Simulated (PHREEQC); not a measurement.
Dissolve 44 mmol/kgw HF and 0.11 mmol/kgw Na2HPO4 at 25 °C. Closed to the air; pH follows from the charge balance.

Model: ion-association model, wateq4f.dat, run in PHREEQC.

```yaml
pH: 2.31
ionic_strength: 0.00547 mol/kgw
total_alkalinity: -43.9 meq/kg
```

| species | molality | activity | log γ |
|---|---|---|---|
| HF | 0.0325 | 0.0325 | 0.001 |
| H+ | 0.00525 | 0.00489 | -0.031 |
| F- | 0.00481 | 0.00443 | -0.035 |
| H2F2 | 0.00275 | 0.00276 | 0.001 |
| HF2- | 0.000600 | 0.000554 | -0.035 |
| Na+ | 0.000219 | 0.000203 | -0.034 |
| H2PO4- | 6.60e-5 | 6.11e-5 | -0.033 |
| H3PO4 | 4.40e-5 | 4.40e-5 | 0.001 |
| NaF | 5.17e-7 | 5.18e-7 | 0.001 |
| HPO4-2 | 1.06e-9 | 7.76e-10 | -0.135 |

No solid was allowed to form. Complexes and solids missing from the database can't appear. wateq4f.dat counts part of the HF as a dimer, H2F2, which phreeqc.dat doesn't know; its constant is uncertain. H3PO4, which wateq4f.dat lacks, is added to it with the constant of phreeqc.dat.
